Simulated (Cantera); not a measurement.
Feed: 1 mol CO, a varied amount of H2, 0.068 mol O2, equilibrated at 1877 °C and 1.33 mbar.

Method: chemical equilibrium by Gibbs-energy minimisation in Cantera with the NASA 1993 tables (ideal gas, pure condensed phases). Candidate condensed phases: C, C6H6, C7H8, C8H18, H2O; 110 gas species. Kinetics and transport are ignored.

x: gas mole fraction; nothing condenses.

```csv
n(H2) (mol),x H2,x CO,x H,x H2O,x CO2,x OH,x O
3.8,0.681,0.197,0.0953,0.0251,0.00142,0.000453,?
10,0.799,0.0860,0.103,0.0113,0.000237,0.000188,?
17,0.835,0.0525,0.106,0.00695,8.55e-5,0.000113,?
23,0.849,0.0394,0.106,0.00523,4.74e-5,8.46e-5,?
30,0.858,0.0305,0.107,0.00405,2.82e-5,6.53e-5,?
36,0.864,0.0256,0.107,0.00340,1.97e-5,5.46e-5,?
43,0.868,0.0215,0.108,0.00286,1.39e-5,4.58e-5,?
49,0.871,0.0189,0.108,0.00252,1.07e-5,4.03e-5,?
56,0.873,0.0166,0.108,0.00221,8.21e-6,3.53e-5,?
62,0.875,0.0150,0.108,0.00200,6.71e-6,3.19e-5,?
69,0.877,0.0135,0.108,0.00180,5.43e-6,2.87e-5,?
75,0.878,0.0124,0.108,0.00166,4.60e-6,2.64e-5,?
```

Question: Some entries are withheld; supply them.

Answer: 
- 3.8, x O: 4.47e-5
- 10, x O: 1.71e-5
- 17, x O: 1.01e-5
- 23, x O: 7.48e-6
- 30, x O: 5.73e-6
- 36, x O: 4.78e-6
- 43, x O: 4.00e-6
- 49, x O: 3.51e-6
- 56, x O: 3.07e-6
- 62, x O: 2.78e-6
- 69, x O: 2.50e-6
- 75, x O: 2.30e-6
